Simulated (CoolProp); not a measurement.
Vapour-liquid equilibrium of propylene (1) + R22 (2) at 1280 kPa; x and y are mole fractions of (1).

Computed with CoolProp (multi-fluid Helmholtz-energy mixture model, Lemmon 2013 and Kamei 1995; pair parameters Bell 2016).

```json
[
 {"x": "0.05", "bubble temperature, mixture model (°C)": "32.0", "bubble temperature, Raoult's law (°C)": "32.6", "y, mixture model": "(withheld)", "y, Raoult's law": "0.054"},
 {"x": "0.15", "bubble temperature, mixture model (°C)": "30.6", "bubble temperature, Raoult's law (°C)": "32.2", "y, mixture model": "0.181", "y, Raoult's law": "0.161"},
 {"x": "0.25", "bubble temperature, mixture model (°C)": "29.6", "bubble temperature, Raoult's law (°C)": "31.9", "y, mixture model": "0.285", "y, Raoult's law": "0.267"},
 {"x": "0.35", "bubble temperature, mixture model (°C)": "28.8", "bubble temperature, Raoult's law (°C)": "31.5", "y, mixture model": "(withheld)", "y, Raoult's law": "0.370"},
 {"x": "0.45", "bubble temperature, mixture model (°C)": "28.3", "bubble temperature, Raoult's law (°C)": "31.2", "y, mixture model": "(withheld)", "y, Raoult's law": "0.472"},
 {"x": "0.55", "bubble temperature, mixture model (°C)": "28.0", "bubble temperature, Raoult's law (°C)": "30.8", "y, mixture model": "0.562", "y, Raoult's law": "0.572"},
 {"x": "0.65", "bubble temperature, mixture model (°C)": "27.8", "bubble temperature, Raoult's law (°C)": "30.5", "y, mixture model": "0.651", "y, Raoult's law": "0.670"},
 {"x": "0.75", "bubble temperature, mixture model (°C)": "27.9", "bubble temperature, Raoult's law (°C)": "30.1", "y, mixture model": "0.743", "y, Raoult's law": "0.767"},
 {"x": "0.85", "bubble temperature, mixture model (°C)": "28.2", "bubble temperature, Raoult's law (°C)": "29.7", "y, mixture model": "0.839", "y, Raoult's law": "0.861"},
 {"x": "0.95", "bubble temperature, mixture model (°C)": "28.8", "bubble temperature, Raoult's law (°C)": "29.4", "y, mixture model": "0.944", "y, Raoult's law": "0.954"}
]
```

Task: Fill in the missing entries.

Result: 
- 0.05, y, mixture model: 0.064
- 0.35, y, mixture model: 0.382
- 0.45, y, mixture model: 0.473

The largest gap from Raoult's law is -2.9 K in bubble temperature, at x = 0.45. y crosses x between x = 0.65 and 0.75: the model has an azeotrope there.

The pair parameters rest on a limited set of measurements; away from them the model extrapolates.
